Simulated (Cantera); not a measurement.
Input: 1 mol TiO2, 1.5 mol C, 0.031 mol CO, equilibrated at 1398.15 K and 9.90 mbar.

These are equilibrium values from Cantera (NASA tables, ideal gas, pure condensed phases), not measurements of a reactor. Candidate condensed phases: C, Ti, TiC, TiO, TiO2, Ti2O3, Ti3O5, Ti4O7; 15 gas species. Mutual solubility and eutectic melting of coexisting phases are not modelled. TiC: taken at fixed stoichiometry. Rates play no part.

Q: What is the equilibrium state?

A: 
```json
{
  "x(CO)": "1.000",
  "x(CO2)": "5.02e-5",
  "n(TiC(s))": "0.400 mol",
  "n(Ti2O3(s))": "0.300 mol",
  "gas_amount": "1.131 mol",
  "log10 activity of Ti3O5(s) (absent)": "-0.10",
  "log10 activity of C(graphite) (absent)": "-0.46",
  "log10 activity of Ti4O7(s) (absent)": "-0.53"
}
```
